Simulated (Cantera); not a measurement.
Input (Python, Cantera) and output of one run.

```python
import numpy as np
import cantera as ct

gas_names = """
    CL CL2 H HCL H2 Si SiCL SiCL2 SiCL3 SiCL4 SiH SiHCL3 SiH2 SiH2CL2 SiH3 SiH3CL SiH4 Si2 Si3
""".split()
cond_names = """
    Si(cr) Si(L)
""".split()


# ... load() reads the species with a 1 bar reference pressure and builds the phases ...
atoms = {
    'Si': {'Si': 1},
    'HCl': {'H': 1, 'CL': 1},
    'H2': {'H': 2},
}
top_T = {}  # K; cautious upper limits of use, not melting points


# ... equilibrate(T, P, feed) seeds the gas with the atoms and calls Mixture.equilibrate('TP', solver="vcs", rtol=1e-11, max_steps=5000) ...
results = []
feed = {'Si': 1, 'HCl': 1.2, 'H2': 19}  # mol
P = 48000  # Pa
for T in [500, 600, 700, 800, 900, 1000, 1100, 1200, 1300, 1400, 1500, 1600]:
    mix = equilibrate(T, P, feed)
    results.append((T, P, feed, dict(zip(mix.species_names, mix.species_moles))))

top = {s: max(r[3][s] / sum(r[3][g] for g in gas_names) for r in results) for s in gas_names}
cols = sorted((s for s in top if top[s] > 1e-06), key=lambda s: -top[s])[:6]
seen = [c for c in cond_names if any(r[3].get(c, 0) > 1e-12 for r in results)]
print("log10 of partial pressures in bar; condensed amounts in mol")
print(f"{'T/K':>10s}" + "".join(f"{s[:9]:>10s}" for s in cols + seen))
for T, P, feed, n in results:
    ng = sum(n[g] for g in gas_names)
    print(f"{T:10.4g}" + "".join(f"{np.log10(max(n[s] / ng * P / 1e5, 1e-99)):10.3f}" for s in cols)
          + "".join(f"{n.get(c, 0):10.4g}" for c in seen))
```

It prints:

```
log10 of partial pressures in bar; condensed amounts in mol
       T/K        H2       HCL    SiHCL3     SiCL4     SiCL2     SiCL3    Si(cr)
       500    -0.326    -6.180    -2.357    -2.413   -12.678    -9.560    0.6509
       600    -0.326    -4.918    -2.372    -2.403    -9.864    -7.707    0.6515
       700    -0.327    -4.021    -2.389    -2.395    -7.863    -6.388     0.653
       800    -0.327    -3.354    -2.408    -2.392    -6.371    -5.404    0.6577
       900    -0.327    -2.842    -2.435    -2.403    -5.224    -4.653    0.6696
      1000    -0.329    -2.442    -2.481    -2.443    -4.326    -4.076    0.6943
      1100    -0.331    -2.133    -2.566    -2.537    -3.626    -3.653    0.7344
      1200    -0.335    -1.907    -2.726    -2.732    -3.105    -3.390    0.7836
      1300    -0.339    -1.764    -3.006    -3.091    -2.764    -3.314    0.8249
      1400    -0.341    -1.699    -3.417    -3.625    -2.588    -3.421    0.8454
      1500    -0.342    -1.679    -3.880    -4.233    -2.511    -3.623      0.85
      1600    -0.342    -1.676    -4.327    -4.821    -2.472    -3.842    0.8482
```

Equilibrium computed with Cantera from the NASA thermochemical tables; the gas is ideal and each condensed phase is pure. The tables' values for SiCl3 are old estimates; treat these amounts as uncertain.
